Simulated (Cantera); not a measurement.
Feed: 1 mol Si, 1.4 mol Cl₂, 5 mol H₂, at 427 °C and 0.133 bar.

Cantera equilibrium calculation (NASA polynomials, part measured and part estimated; ideal gas, pure solids and liquids). Candidate condensed phases: Si; 19 gas species. Equilibrium is a limit: real reactors are often held back by kinetics, nucleation or transport.

Base state: H₂ 0.866, SiCl₄ 0.0963, SiHCl₃ 0.0361, SiH₂Cl₂ 0.000892, HCl 0.000472 (mole fractions); condensed: Si(s).

### Question
What changes in the equilibrium state with this change: temperature from 427 °C to 777 °C?

### Answer
| species | before | after |
|---|---|---|
| H₂ | 0.866 | 0.848 |
| SiCl₄ | 0.0963 | 0.0904 |
| SiHCl₃ | 0.0361 | 0.0296 |
| HCl | 0.000472 | 0.0269 |
| SiCl₂ | 1.84e-7 | 0.00160 |
| SiCl₃ | 7.32e-6 | 0.00282 |
| Si(s), mol | 0.247 | 0.284 |
The tables' values for SiCl₃ are old estimates; treat these amounts as uncertain.

### Question
What changes in the equilibrium state with this change: temperature from 427 °C to 877 °C?

### Answer
```csv
species,before,after
H₂,0.866,0.827
SiCl₄,0.0963,0.0796
HCl,0.000472,0.0518
SiHCl₃,0.0361,0.0258
SiCl₂,1.84e-7,0.00714
SiCl₃,7.32e-6,0.00721
SiH₃Cl,4.72e-6,1.15e-5
"Si(s), mol",0.247,0.303
```
The tables' values for SiCl₃ are old estimates; treat these amounts as uncertain.
